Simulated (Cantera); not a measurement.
What does this Cantera script print?

```python
import numpy as np
import cantera as ct

gas = ct.Solution("gri30.yaml")
gas.TPX = 525, 110000, {'C3H8': 1, 'O2': 5, 'N2': 16.5}
flame = ct.FreeFlame(gas, width=0.037)
flame.set_refine_criteria(ratio=3, slope=0.08, curve=0.16)
flame.transport_model = "mixture-averaged"
flame.solve(loglevel=0, auto=True)
z, T = flame.grid, flame.T
thick = (T[-1] - T[0]) / np.gradient(T, z).max()
show = ['C3H8', 'O2', 'C2H4', 'CH4', 'C2H2', 'O']
print(f"laminar burning velocity  {flame.velocity[0] * 100:.3f} cm/s")
print(f"burnt temperature         {T[-1]:.1f} K")
print(f"thermal thickness         {thick * 1e3:.4f} mm")
print(f"grid points               {len(z)}")
z0 = z[flame.heat_release_rate.argmax()]
print(f"{'z/mm':>9s}{'T/K':>9s}{'u/(m/s)':>9s}" + "".join(f"{s:>11s}" for s in show))
rows = []
for k in (-3, -2, -1.5, -1, -0.5, -0.25, 0, 0.25, 0.5, 1, 2, 4, 8):
    zz = z0 + k * thick
    rows.append([k * thick, np.interp(zz, z, T), np.interp(zz, z, flame.velocity),
                 *(np.interp(zz, z, flame.X[gas.species_index(s)]) for s in show)])
    print(f"{rows[-1][0] * 1e3:9.3f}{rows[-1][1]:9.1f}{rows[-1][2]:9.3f}" + "".join(f"{x:11.3e}" for x in rows[-1][3:]))
```

Output:

```
laminar burning velocity  144.766 cm/s
burnt temperature         2468.9 K
thermal thickness         0.2273 mm
grid points               149
     z/mm      T/K  u/(m/s)       C3H8         O2       C2H4        CH4       C2H2          O
   -0.682    525.0    1.449  4.441e-02  2.220e-01  1.622e-07  3.766e-07  9.041e-09  1.221e-15
   -0.455    525.8    1.454  4.434e-02  2.216e-01  4.099e-06  5.841e-06  2.197e-07  7.277e-13
   -0.341    529.6    1.468  4.423e-02  2.207e-01  2.939e-05  2.951e-05  1.535e-06  5.138e-11
   -0.227    561.1    1.566  4.377e-02  2.167e-01  3.275e-04  2.058e-04  1.692e-05  5.770e-09
   -0.114    876.2    2.514  3.521e-02  1.846e-01  5.132e-03  1.816e-03  2.977e-04  2.845e-06
   -0.057   1306.6    3.882  1.449e-02  1.383e-01  1.157e-02  3.280e-03  9.702e-04  9.652e-05
    0.000   1740.4    5.314  7.029e-04  8.522e-02  5.705e-03  2.046e-03  1.755e-03  1.125e-03
    0.057   1943.9    5.966  1.558e-06  5.245e-02  4.475e-04  3.545e-04  5.080e-04  4.063e-03
    0.114   2002.6    6.129  4.679e-10  3.847e-02  1.275e-05  2.892e-05  3.190e-05  6.403e-03
    0.227   2055.5    6.247  1.960e-16  2.994e-02  8.193e-09  1.288e-07  4.910e-08  7.268e-03
    0.455   2122.3    6.408  7.659e-22  2.585e-02  1.897e-12  1.200e-10  2.048e-11  6.561e-03
    0.909   2206.3    6.622  4.248e-30  2.283e-02  2.521e-18  1.626e-15  8.264e-17  5.158e-03
    1.818   2298.7    6.856  1.489e-42  1.960e-02  1.185e-24  2.871e-16  4.883e-20  3.617e-03
```

Detailed kinetics in Cantera: GRI-Mech 3.0 (53 species, 325 reactions). GRI-Mech 3.0 was tuned for natural gas; its chemistry of propane as a main component is partial and can be far from experiment. Burning velocities carry a grid error of a few per cent, more on coarse grids.
